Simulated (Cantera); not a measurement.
What does this Cantera script print?

```python
import numpy as np
import cantera as ct

gas_names = """
    CL CL2 H HCL H2 Si SiCL SiCL2 SiCL3 SiCL4 SiH SiHCL3 SiH2 SiH2CL2 SiH3 SiH3CL SiH4 Si2 Si3
""".split()
cond_names = """
    Si(cr) Si(L)
""".split()


# ... load() reads the species with a 1 bar reference pressure and builds the phases ...
atoms = {
    'SiCl4': {'Si': 1, 'CL': 4},
    'H2': {'H': 2},
    'HCl': {'H': 1, 'CL': 1},
}
top_T = {}  # K; cautious upper limits of use, not melting points


# ... equilibrate(T, P, feed) seeds the gas with the atoms and calls Mixture.equilibrate('TP', solver="vcs", rtol=1e-11, max_steps=5000) ...
results = []
feed = {'SiCl4': 1, 'H2': 1.4, 'HCl': 1.8}  # mol
T = 550  # K
P = 10000  # Pa
mix = equilibrate(T, P, feed)
results.append((T, P, feed, dict(zip(mix.species_names, mix.species_moles))))
print(gas.report(threshold=0.001))
for i in range(1, mix.n_phases):
    print(f"{mix.phase(i).name:16s} {mix.phase_moles(i):12.5e} mol")
```

Output:

```
       temperature   550 K
          pressure   10000 Pa
           density   0.12409 kg/m^3
  mean mol. weight   56.746 kg/kmol
   phase of matter   gas

                          1 kg             1 kmol
                     ---------------   ---------------
          enthalpy       -3.2765e+06       -1.8593e+08  J
   internal energy       -3.3571e+06        -1.905e+08  J
           entropy            4550.5        2.5822e+05  J/K
    Gibbs function       -5.7792e+06       -3.2795e+08  J
 heat capacity c_p            820.82             46578  J/K
 heat capacity c_v             674.3             38264  J/K

                      mass frac. Y      mole frac. X     chem. pot. / RT
                     ---------------   ---------------   ---------------
               HCL           0.27535           0.42857           -46.356
                H2          0.011842           0.33333            -19.66
             SiCL4            0.7128           0.23809           -190.23
     [  +16 minor]        3.3469e-06        1.4022e-06

Si(cr)            0.00000e+00 mol
```

Cantera equilibrium calculation (NASA polynomials, part measured and part estimated; ideal gas, pure solids and liquids).
